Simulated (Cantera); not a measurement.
**Adiabatic ignition**

An adiabatic, constant-pressure homogeneous reactor starts with CO : H2 : CH4 : O2 : N2 = 1 : 0.047 : 0.032 : 0.744 : 2.8 (molar parts), equivalence ratio 0.79, at 1798 K and 0.247 atm.

Detailed kinetics in Cantera: GRI-Mech 3.0 (53 species, 325 reactions).

| t (s) | T (K) | x CO | x H2 | x CH4 | x CH2 | x H2O | x H |
|---|---|---|---|---|---|---|---|
| 6.00e-6 | 1798 | 0.216 | 0.0102 | 0.00692 | 7.61e-12 | 3.70e-7 | 7.06e-7 |
| 1.40e-5 | 1798 | 0.216 | 0.0102 | 0.00692 | 1.66e-10 | 3.55e-6 | 2.54e-6 |
| 3.27e-5 | 1798 | 0.216 | 0.0101 | 0.00687 | 1.13e-8 | 4.67e-5 | 1.82e-5 |
| 7.63e-5 | 1822 | 0.215 | 0.00892 | 0.00405 | 8.91e-6 | 0.00371 | 0.00143 |
| 0.000178 | 1963 | 0.151 | 0.00204 | <1e-12 | <1e-12 | 0.00926 | 0.0183 |
| 0.000416 | 2052 | 0.131 | 0.00221 | <1e-12 | <1e-12 | 0.00752 | 0.0209 |
| 0.000971 | 2184 | 0.127 | 0.00229 | <1e-12 | <1e-12 | 0.00933 | 0.0163 |
| 0.00227 | 2376 | 0.119 | 0.00219 | <1e-12 | <1e-12 | 0.0119 | 0.0108 |
| 0.00529 | 2588 | 0.106 | 0.00189 | <1e-12 | <1e-12 | 0.0146 | 0.00626 |
| 0.0124 | 2682 | 0.0984 | 0.00172 | <1e-12 | <1e-12 | 0.0159 | 0.00460 |
| 0.0288 | 2685 | 0.0979 | 0.00171 | <1e-12 | <1e-12 | 0.0161 | 0.00448 |
| 0.0673 | 2685 | 0.0978 | 0.00171 | <1e-12 | <1e-12 | 0.0161 | 0.00447 |
| 0.157 | 2685 | 0.0978 | 0.00171 | <1e-12 | <1e-12 | 0.0161 | 0.00447 |
| 0.367 | 2685 | 0.0978 | 0.00171 | <1e-12 | <1e-12 | 0.0161 | 0.00447 |
| 0.857 | 2685 | 0.0978 | 0.00171 | <1e-12 | <1e-12 | 0.0161 | 0.00447 |
| 2.00 | 2685 | 0.0978 | 0.00171 | <1e-12 | <1e-12 | 0.0161 | 0.00447 |
x: mole fraction; the columns are a selection and need not sum to one.

```
Quantity                                                             Value
---------------------------------  ---------------------------------------
time of steepest temperature rise                                  84.8 µs
temperature at 2.00 s                                               2685 K
equilibrium temperature                                             2685 K
x(CO) at 2.00 s                      0.0978 (gas-phase equilibrium 0.0978)
x(H2) at 2.00 s                    0.00171 (gas-phase equilibrium 0.00171)
x(CH4) at 2.00 s                     <1e-12 (gas-phase equilibrium <1e-12)
```
